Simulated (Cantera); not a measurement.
Standard-state values (1 bar) from the NASA 1993 polynomials, evaluated with Cantera. Values are per mole of reaction as written; species without (g) are pure solids or liquids, kept so even where they would boil at 1 bar.

**Question.** Between 300 and 2348 K, where is each reaction favourable under standard conditions?
- 2 Si + O2(g) ⇌ 2 SiO(g)
- 2 B + O2(g) ⇌ B2O2(g)
- Ta + O2(g) ⇌ TaO2(g)

**Answer.** 
- 2 Si + O2(g) ⇌ 2 SiO(g): ΔG° is -255 kJ at 300 K and -545 kJ at 2348 K; it stays negative (K > 1). ΔH° is -336 kJ and ΔS° 89 J/K at 2348 K.
- 2 B + O2(g) ⇌ B2O2(g): ΔG° is -464 kJ at 300 K and -507 kJ at 2348 K; it stays negative (K > 1). ΔH° is -472 kJ and ΔS° 15 J/K at 2348 K.
- Ta + O2(g) ⇌ TaO2(g): ΔG° is -211 kJ at 300 K and -258 kJ at 2348 K; it stays negative (K > 1). ΔH° is -219 kJ and ΔS° 17 J/K at 2348 K.
